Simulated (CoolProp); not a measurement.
Properties of R142b along the isobar 47.5 bar.

Computed with CoolProp (reference Helmholtz-energy equation of state, Lemmon 2006). It is a short technical equation, of lower accuracy than the large ones.

```json
[
 {"T (K)": "387.3", "phase": "liquid", "density (kg/m³)": "848.2", "cv (kJ/(kg K))": "1.005", "viscosity (µPa s)": "94.7"},
 {"T (K)": "393.2", "phase": "liquid", "density (kg/m³)": "818.3", "cv (kJ/(kg K))": "1.017", "viscosity (µPa s)": "87.1"},
 {"T (K)": "399.1", "phase": "liquid", "density (kg/m³)": "783.7", "cv (kJ/(kg K))": "1.029", "viscosity (µPa s)": "79.3"},
 {"T (K)": "405", "phase": "liquid", "density (kg/m³)": "741.3", "cv (kJ/(kg K))": "1.045", "viscosity (µPa s)": "70.9"},
 {"T (K)": "410.9", "phase": "supercritical", "density (kg/m³)": "683.3", "cv (kJ/(kg K))": "1.067", "viscosity (µPa s)": "61.2"},
 {"T (K)": "416.8", "phase": "supercritical", "density (kg/m³)": "572.2", "cv (kJ/(kg K))": "1.112", "viscosity (µPa s)": "46.6"},
 {"T (K)": "422.8", "phase": "supercritical", "density (kg/m³)": "356.5", "cv (kJ/(kg K))": "1.139", "viscosity (µPa s)": "27.8"},
 {"T (K)": "428.7", "phase": "supercritical", "density (kg/m³)": "282.2", "cv (kJ/(kg K))": "1.106", "viscosity (µPa s)": "23.6"},
 {"T (K)": "434.6", "phase": "supercritical", "density (kg/m³)": "248.3", "cv (kJ/(kg K))": "1.088", "viscosity (µPa s)": "22.1"},
 {"T (K)": "440.5", "phase": "supercritical", "density (kg/m³)": "226.8", "cv (kJ/(kg K))": "1.076", "viscosity (µPa s)": "21.3"},
 {"T (K)": "446.4", "phase": "supercritical", "density (kg/m³)": "211.2", "cv (kJ/(kg K))": "1.070", "viscosity (µPa s)": "20.9"},
 {"T (K)": "452.3", "phase": "supercritical", "density (kg/m³)": "199.0", "cv (kJ/(kg K))": "1.066", "viscosity (µPa s)": "20.6"},
 {"T (K)": "458.2", "phase": "supercritical", "density (kg/m³)": "189.1", "cv (kJ/(kg K))": "1.064", "viscosity (µPa s)": "20.4"},
 {"T (K)": "464.1", "phase": "supercritical", "density (kg/m³)": "180.7", "cv (kJ/(kg K))": "1.064", "viscosity (µPa s)": "20.2"},
 {"T (K)": "470", "phase": "supercritical", "density (kg/m³)": "173.5", "cv (kJ/(kg K))": "1.065", "viscosity (µPa s)": "20.2"}
]
```

Viscosity comes from a separate model (Huber 2003), an estimate that may be off by 10 % or more.
